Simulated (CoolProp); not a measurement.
Vapour-liquid equilibrium of isopentane (1) + toluene (2) at 0.593 bar; x and y are mole fractions of (1).

Model: multi-fluid Helmholtz-energy mixture model, Lemmon 2006 and Lemmon 2006; pair parameters Bell 2016, in CoolProp.

| x | bubble temperature (K) | y at the bubble point | dew temperature at overall composition x (K) | liquid density (mol/L) |
|---|---|---|---|---|
| 0.05 | ___ | 0.436 | 364.4 | 8.783 |
| 0.15 | 328.0 | 0.778 | 361.2 | 8.938 |
| 0.25 | 314.9 | 0.887 | ___ | 8.999 |
| 0.35 | 306.6 | 0.932 | 353.7 | 9.008 |
| 0.45 | 301.1 | 0.954 | 349.3 | 8.986 |
| 0.55 | 297.3 | 0.967 | 344.2 | ___ |
| 0.65 | 294.4 | 0.976 | 338.1 | 8.893 |
| 0.75 | 292.0 | 0.983 | 330.5 | 8.834 |
| 0.85 | 289.8 | 0.989 | 320.1 | 8.773 |
| 0.95 | 287.5 | 0.996 | 302.3 | ___ |

### Question
Complete the blanks.

### Answer

- 0.05, bubble temperature (K): 350.0
- 0.25, dew temperature at overall composition x (K): 357.6
- 0.55, liquid density (mol/L): 8.945
- 0.95, liquid density (mol/L): 8.715

No azeotrope shows between x = 0.05 and 0.95.

Pair parameters are fitted to limited data, so mixtures are less certain than the pure fluids.
